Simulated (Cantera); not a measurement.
# Tantalum, niobium, vanadium and zirconium in process gases: Ta(OEt)5 + H2O + H2

A closed system holds: 1 mol Ta(OEt)5, a varied amount of H2O, 9.5 mol H2, at 0.0285 Torr.

Cantera equilibrium calculation (NASA polynomials, part measured and part estimated; ideal gas, pure solids and liquids). Candidate condensed phases: C, C6H6, C7H8, C8H18, H2O, Ta, TaC, Ta2O5; 113 gas species. The feed counts by its element totals alone. Mutual solubility and eutectic melting of coexisting phases are not modelled. TaC: taken at fixed stoichiometry. Condensed phases not in the tables: Ta2C, N, O or C dissolved in the metal. Kinetics and transport are ignored.

Task: Map the stable condensed phases over T = 923, 1073, 1223, 1373, 1523, 1673, 1823, 1973, 2123, 2273, 2423, 2573, 2723, 2873 K and n(H2O) in mol = 0.4, 2, 3.6, 5.2, 6.8, 8.3, 9.9.

Result: 
```
T in K \ n(H2O) in mol
         0.4   2 3.6 5.2 6.8 8.3 9.9
   2873    A   A   A   B   C   C   C
   2723    A   A   A   B   C   C   C
   2573    A   A   A   B   C   C   C
   2423    D   D   A   B   C   C   C
   2273    D   D   D   B   C   C   C
   2123    D   D   D   B   C   C   C
   1973    D   D   D   B   E   F   F
   1823    D   D   D   E   E   F   F
   1673    D   D   D   E   E   F   F
   1523    D   D   D   G   G   F   F
   1373    D   D   D   G   G   F   F
   1223    D   D   D   G   G   F   F
   1073    D   D   D   G   G   F   F
    923    D   D   D   G   G   F   F
```
A: TaC; B: Ta; C: gas only; D: C + TaC; E: Ta + Ta2O5; F: Ta2O5; G: TaC + Ta2O5.
